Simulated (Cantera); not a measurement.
**NO annealing gas**

An isothermal, constant-pressure homogeneous reactor starts with NO : N2 = 1 : 0.2 (molar parts), at 1650 K and 0.0140 bar.

Computed with Cantera and GRI-Mech 3.0 (53 species, 325 reactions). Radical loss at walls, strong at low pressure, is not modelled.

```json
[
 {"t (s)": "2.00e-5", "x NO": "0.833", "x N2": "0.167", "x O": "1.04e-8", "x O2": "<1e-12", "x NO2": "2.82e-12"},
 {"t (s)": "8.73e-5", "x NO": "0.833", "x N2": "0.167", "x O": "4.52e-8", "x O2": "4.69e-12", "x NO2": "5.48e-11"},
 {"t (s)": "0.000381", "x NO": "0.833", "x N2": "0.167", "x O": "1.97e-7", "x O2": "8.57e-11", "x NO2": "1.00e-9"},
 {"t (s)": "0.00166", "x NO": "0.833", "x N2": "0.167", "x O": "8.45e-7", "x O2": "1.63e-9", "x NO2": "1.89e-8"},
 {"t (s)": "0.00725", "x NO": "0.833", "x N2": "0.167", "x O": "3.45e-6", "x O2": "3.05e-8", "x NO2": "3.37e-7"},
 {"t (s)": "0.0316", "x NO": "0.833", "x N2": "0.167", "x O": "1.16e-5", "x O2": "7.01e-7", "x NO2": "4.85e-6"},
 {"t (s)": "0.138", "x NO": "0.833", "x N2": "0.167", "x O": "2.15e-5", "x O2": "2.11e-5", "x NO2": "2.72e-5"},
 {"t (s)": "0.602", "x NO": "0.833", "x N2": "0.167", "x O": "2.65e-5", "x O2": "0.000221", "x NO2": "3.76e-5"},
 {"t (s)": "2.63", "x NO": "0.830", "x N2": "0.168", "x O": "3.00e-5", "x O2": "0.00134", "x NO2": "4.33e-5"},
 {"t (s)": "11.5", "x NO": "0.820", "x N2": "0.173", "x O": "3.46e-5", "x O2": "0.00632", "x NO2": "6.00e-5"},
 {"t (s)": "50.0", "x NO": "0.778", "x N2": "0.194", "x O": "4.85e-5", "x O2": "0.0274", "x NO2": "0.000107"}
]
```
x: mole fraction; the columns are a selection and need not sum to one.

Equilibrium at this temperature and pressure: NO 0.00289, N2 0.582, O 0.000142, O2 0.415, NO2 1.70e-6 (gas phase only).
